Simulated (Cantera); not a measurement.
A jet of 2.80 % CH₄, 8.84 % O₂, 88.4 % N₂, equivalence ratio 0.63 at 300 K and 173 Torr hits a platinum plate 3 cm away at a mass flux of 0.17 kg/m²/s; the plate temperature is set and raised in steps from an oxygen-covered start.

Model: Deutschmann's 1995 Pt surface mechanism with GRI-Mech 3.0 gas chemistry, integrated in Cantera. Catalytic surfaces can have several steady states; this one follows from the mechanism file's or the stated starting coverage.

x: mole fraction at the wall; θ: surface coverage.

| plate T (K) | wall x CH₄ | wall x O₂ | wall x H₂O | wall x OH | wall x CO | wall x CO₂ | θ free Pt | θ O* | θ OH* |
|---|---|---|---|---|---|---|---|---|---|
| 900 | 0.0190 | 0.0692 | 0.0168 | 1.82e-8 | 6.82e-6 | 0.0110 | 0.180 | 0.819 | 0.00159 |
| 950 | (withheld) | (withheld) | (withheld) | (withheld) | 7.12e-6 | (withheld) | (withheld) | (withheld) | 0.00180 |
| 1000 | 0.0103 | 0.0508 | 0.0328 | 1.59e-7 | 7.08e-6 | 0.0217 | 0.323 | 0.675 | 0.00183 |
| 1050 | 0.00762 | 0.0452 | 0.0376 | 3.85e-7 | 7.04e-6 | 0.0249 | 0.397 | 0.602 | 0.00174 |
| 1100 | (withheld) | (withheld) | (withheld) | (withheld) | 7.14e-6 | (withheld) | (withheld) | (withheld) | (withheld) |

Question: Fill in the missing entries.

Answer: 
- 950, wall x CH₄: 0.0142
- 950, wall x O₂: 0.0590
- 950, wall x H₂O: 0.0257
- 950, wall x OH: 5.78e-8
- 950, wall x CO₂: 0.0169
- 950, θ free Pt: 0.249
- 950, θ O*: 0.749
- 1100, wall x CH₄: 0.00583
- 1100, wall x O₂: 0.0415
- 1100, wall x H₂O: 0.0408
- 1100, wall x OH: 8.39e-7
- 1100, wall x CO₂: 0.0271
- 1100, θ free Pt: 0.468
- 1100, θ O*: 0.531
- 1100, θ OH*: 0.00158
